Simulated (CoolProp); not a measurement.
Vapour-liquid equilibrium of benzene (1) + o-xylene (2) at 323.4 K; x and y are mole fractions of (1).

Computed with CoolProp (multi-fluid Helmholtz-energy mixture model, Thol 2012 and Zhou 2012; pair parameters Bell 2016).

```csv
x,"bubble pressure, mixture model (kPa)","bubble pressure, Raoult's law (kPa)","y, mixture model","y, Raoult's law"
0.05,4.799,5.109,…,0.358
0.15,…,8.419,0.647,0.651
0.25,12.23,11.73,0.795,0.779
0.35,16.39,15.04,…,0.851
0.45,20.31,18.35,0.911,0.896
0.55,…,21.66,…,0.928
0.65,26.89,24.97,0.954,0.952
0.75,…,28.28,0.968,0.969
0.85,32.27,31.59,0.980,0.984
0.95,35.04,34.90,0.993,0.995
```

Question: What belongs in the gaps?

Answer: 
- 0.05, y, mixture model: 0.317
- 0.15, bubble pressure, mixture model (kPa): 8.211
- 0.35, y, mixture model: 0.869
- 0.55, bubble pressure, mixture model (kPa): 23.82
- 0.55, y, mixture model: 0.937
- 0.75, bubble pressure, mixture model (kPa): 29.64

The largest gap from Raoult's law is +10.7 % in bubble pressure, at x = 0.45. No azeotrope shows between x = 0.05 and 0.95.

The pair parameters rest on a limited set of measurements; away from them the model extrapolates. The gap from Raoult's law changes sign with composition, which may be real or a fault of the pair parameters; it wasn't checked against measurements.
